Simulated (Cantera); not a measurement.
Feed: 1 mol Pb, 0.075 mol H₂, 0.39 mol N₂, 0.43 mol CO, equilibrated at 1200 K and 0.00190 bar.

Method: chemical equilibrium by Gibbs-energy minimisation in Cantera with the NASA 1993 tables (ideal gas, pure condensed phases). Candidate condensed phases: C, C₆H₆, C₇H₈, C₈H₁₈, H₂O, Pb, PbO, PbO₂, Pb₃O₄; 139 gas species. The numbers say what is thermodynamically allowed, not how fast it happens.

Base state: Pb 0.338, CO 0.318, N₂ 0.288, H₂ 0.0554, Pb₂ 1.26e-5 (mole fractions); condensed: Pb(l).

Task: What changes in the equilibrium state with this change: Pb replaced by PbO?

Result: 
```
species       before     after
-----------  -------  --------
Pb             0.338     0.338
CO₂          5.29e-6     0.300
N₂             0.288     0.273
CO             0.318  0.000125
H₂            0.0554   1.59e-5
PbO            <1e-9    0.0359
H₂O          1.27e-6    0.0524
Pb₂          1.26e-5   1.26e-5
Pb(l), mol     0.542    0.0205
PbO(l), mol        0     0.444
```
Each liquid is taken as pure. Mutual solubility and eutectic melting of coexisting phases are not modelled.
